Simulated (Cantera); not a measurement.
Diamond growth

A diamond (100) surface in a fixed gas of H2 with x(CH4) = 0.012, x(H) = 0.00055, at 1275 K, 60.0 Torr; coverages are run to steady state.

Detailed kinetics in Cantera: the Harris–Goodwin 1993 mechanism for the reconstructed diamond (100) surface.

| x(CH3) | growth (µm/h) | θ c6HH | θ c6H* | θ c6*H | θ c6** | θ c6HM |
|---|---|---|---|---|---|---|
| 1e-06 | 0.00578 | 0.464 | 0.0424 | 0.473 | 0.0207 | 4.72e-6 |
| 2.5e-06 | 0.0144 | 0.464 | 0.0424 | 0.473 | 0.0207 | 1.18e-5 |
| 6.3e-06 | 0.0364 | 0.464 | 0.0424 | 0.473 | 0.0207 | 2.97e-5 |
| 1.6e-05 | 0.0922 | 0.464 | 0.0424 | 0.473 | 0.0206 | 7.55e-5 |
| 4e-05 | 0.229 | 0.464 | 0.0424 | 0.472 | 0.0205 | 0.000188 |
| 9.9e-05 | 0.561 | 0.464 | 0.0423 | 0.472 | 0.0203 | 0.000464 |
| 0.00025 | 1.38 | 0.463 | 0.0422 | 0.470 | 0.0196 | 0.00116 |
| 0.00063 | 3.23 | 0.460 | 0.0419 | 0.467 | 0.0181 | 0.00285 |
| 0.0016 | 7.05 | 0.455 | 0.0413 | 0.461 | 0.0151 | 0.00687 |
θ: site fractions in the mechanism's names (c6HH fully hydrogenated, c6H* and c6*H radical sites, c6** diradical, c6HM methylated).
